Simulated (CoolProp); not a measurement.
Vapour-liquid equilibrium of R143a (1) + R1234yf (2) at -40.15 °C; x and y are mole fractions of (1).

Model: multi-fluid Helmholtz-energy mixture model, Lemmon and Jacobsen 2000 and Lemmon 2022; pair parameters Bell 2016, in CoolProp.

### Question
Give the bubble pressure and the first vapour's composition at x = 0.25, 0.35, 0.95. Is there an azeotrope?

### Answer
x = 0.25: 83.68 kPa, y = 0.435; x = 0.35: 91.73 kPa, y = 0.548; x = 0.95: 136.5 kPa, y = 0.974. No azeotrope shows between x = 0.05 and 0.95.

Pair parameters are fitted to limited data, so mixtures are less certain than the pure fluids.
